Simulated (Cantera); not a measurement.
Feed: 1 mol MgF₂, 1.9 mol H₂, 0.82 mol N₂, at 1.33 mbar.

Method: chemical equilibrium by Gibbs-energy minimisation in Cantera with the NASA 1993 tables (ideal gas, pure condensed phases). Candidate condensed phases: Mg, MgF₂; 28 gas species. The tables' values for MgH are old estimates; treat these amounts as uncertain. Kinetics and transport are ignored.

x: gas mole fraction; n: condensed amount in mol.

```json
[
 {"T (°C)": "600", "x H₂": "0.699", "x N₂": "0.301", "x HF": "5.07e-8", "x MgF₂": "1.31e-11", "x Mg": "2.54e-8", "x MgF": "3.27e-12", "x H": "1.07e-9", "n MgF₂(s)": "1.00", "n MgF₂(l)": "0"},
 {"T (°C)": "700", "x H₂": "0.699", "x N₂": "0.301", "x HF": "1.46e-6", "x MgF₂": "3.04e-9", "x Mg": "7.28e-7", "x MgF": "5.57e-10", "x H": "2.47e-8", "n MgF₂(s)": "1.000", "n MgF₂(l)": "0"},
 {"T (°C)": "800", "x H₂": "0.699", "x N₂": "0.301", "x HF": "2.21e-5", "x MgF₂": "2.50e-7", "x Mg": "1.10e-5", "x MgF": "3.57e-8", "x H": "3.21e-7", "n MgF₂(s)": "1.000", "n MgF₂(l)": "0"},
 {"T (°C)": "900", "x H₂": "0.698", "x N₂": "0.301", "x HF": "0.000209", "x MgF₂": "9.45e-6", "x Mg": "0.000104", "x MgF": "1.10e-6", "x H": "2.70e-6", "n MgF₂(s)": "1.000", "n MgF₂(l)": "0"},
 {"T (°C)": "1000", "x H₂": "0.697", "x N₂": "0.301", "x HF": "0.00138", "x MgF₂": "0.000198", "x Mg": "0.000682", "x MgF": "1.96e-5", "x H": "1.63e-5", "n MgF₂(s)": "0.998", "n MgF₂(l)": "0"},
 {"T (°C)": "1100", "x H₂": "0.688", "x N₂": "0.299", "x HF": "?", "x MgF₂": "?", "x Mg": "?", "x MgF": "?", "x H": "?", "n MgF₂(s)": "0.983", "n MgF₂(l)": "0"},
 {"T (°C)": "1200", "x H₂": "0.648", "x N₂": "0.286", "x HF": "0.0272", "x MgF₂": "0.0240", "x Mg": "0.0127", "x MgF": "0.00179", "x H": "0.000279", "n MgF₂(s)": "0.889", "n MgF₂(l)": "0"},
 {"T (°C)": "1300", "x H₂": "0.494", "x N₂": "0.231", "x HF": "0.0811", "x MgF₂": "0.147", "x Mg": "0.0357", "x MgF": "0.00970", "x H": "0.000783", "n MgF₂(s)": "0", "n MgF₂(l)": "0.316"},
 {"T (°C)": "1400", "x H₂": "0.409", "x N₂": "0.206", "x HF": "0.133", "x MgF₂": "0.176", "x Mg": "0.0578", "x MgF": "0.0170", "x H": "0.00199", "n MgF₂(s)": "0", "n MgF₂(l)": "0"},
 {"T (°C)": "1500", "x H₂": "0.369", "x N₂": "0.200", "x HF": "0.183", "x MgF₂": "0.141", "x Mg": "0.0806", "x MgF": "0.0221", "x H": "0.00473", "n MgF₂(s)": "0", "n MgF₂(l)": "0"},
 {"T (°C)": "1600", "x H₂": "?", "x N₂": "0.193", "x HF": "?", "x MgF₂": "?", "x Mg": "?", "x MgF": "?", "x H": "?", "n MgF₂(s)": "0", "n MgF₂(l)": "0"},
 {"T (°C)": "1700", "x H₂": "0.284", "x N₂": "0.187", "x HF": "0.281", "x MgF₂": "0.0737", "x Mg": "0.126", "x MgF": "0.0283", "x H": "0.0197", "n MgF₂(s)": "0", "n MgF₂(l)": "0"}
]
```

Question: Some entries are withheld; supply them.

Answer: 
- 1600, x H₂: 0.326
- 1600, x HF: 0.235
- 1600, x MgF₂: 0.105
- 1600, x Mg: 0.104
- 1600, x MgF: 0.0261
- 1600, x H: 0.0101
- 1100, x HF: 0.00690
- 1100, x MgF₂: 0.00262
- 1100, x Mg: 0.00334
- 1100, x MgF: 0.000224
- 1100, x H: 7.57e-5
